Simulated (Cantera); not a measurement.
Charge: 1 mol Cu2O, 0.94 mol C, 0.42 mol CO, equilibrated at 1400 °C and 0.00110 bar.

Cantera equilibrium calculation (NASA polynomials, part measured and part estimated; ideal gas, pure solids and liquids). Candidate condensed phases: C, Cu, CuO, Cu2O; 15 gas species. Equilibrium is a limit: real reactors are often held back by kinetics, nucleation or transport.

Base state: CO 0.859, Cu 0.101, CO2 0.0397, Cu2 0.000107 (mole fractions); condensed: Cu(l).

What changes in the equilibrium state with this change: temperature from 1400 °C to 1050 °C?


| species | before | after |
|---|---|---|
| CO | 0.859 | 0.956 |
| CO2 | 0.0397 | 0.0441 |
| Cu | 0.101 | 0.000244 |
| Cu2 | 0.000107 | 2.50e-8 |
| Cu(l), mol | 1.85 | 0 |
| Cu(s), mol | 0 | 2.00 |
